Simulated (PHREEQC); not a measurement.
Dissolve 0.04 mol Cu(BF4)2, 0.00058 mol H2SO4 and 0.048 mol Na2SO4 per kg of water at 73 °C. Closed to the air; pH follows from the charge balance.

Computed with PHREEQC (ion-association model, wateq4f.dat).

No solid was allowed to form.

Task: Predict the pH, ionic strength.

Result: pH 2.96; ionic strength 0.197 mol/kgw.

Task: In which forms is Na present?

Result: Na+ 95 %, NaSO4- 4.4 % of the Na.

At this temperature some constants are extrapolated from 25 °C, and those without enthalpy data are left unchanged. Real BF4- forms and hydrolyses slowly; the run takes it at equilibrium.
